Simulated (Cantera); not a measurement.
A perfectly stirred reactor is fed with 7.93 % CH₄, 19.3 % O₂, 72.7 % N₂, equivalence ratio 0.82, at 7.90 bar; it is adiabatic with a 800 K inlet, and is followed from long to short residence time, starting on the burning branch (τ in s: 0.41, 0.16, 0.06, 0.023, 0.0087, 0.0033, 0.0013, 0.00048, 0.00018, 7e-05, 2.7e-05, 1e-05).

Cantera simulation using GRI-Mech 3.0 (53 species, 325 reactions); the numbers are that mechanism's predictions, not measurements.

Q: Predict: blow-out, bracketed by the residence times tried; x(CH₄) at τ = 0.410 s; x(O₂) at τ = 0.410 s; x(H) at τ = 0.410 s; x(H₂O₂) at τ = 0.410 s; x(CH₄) at τ = 1.30 ms; x(O₂) at τ = 1.30 ms; x(H) at τ = 1.30 ms; x(H₂O₂) at τ = 1.30 ms; x(C₂H₄) at τ = 1.30 ms.

A: 
```json
{
  "blow_out_bracketed_by_the_residence_times_tried": "burning at 10.0 µs, the shortest tried",
  "x(CH₄) at τ = 0.410 s": "7.90e-8",
  "x(O₂) at τ = 0.410 s": "0.0320",
  "x(H) at τ = 0.410 s": "0.000158",
  "x(H₂O₂) at τ = 0.410 s": "4.14e-7",
  "x(CH₄) at τ = 1.30 ms": "2.01e-5",
  "x(O₂) at τ = 1.30 ms": "0.0356",
  "x(H) at τ = 1.30 ms": "0.000255",
  "x(H₂O₂) at τ = 1.30 ms": "4.69e-7",
  "x(C₂H₄) at τ = 1.30 ms": "5.11e-9"
}
```
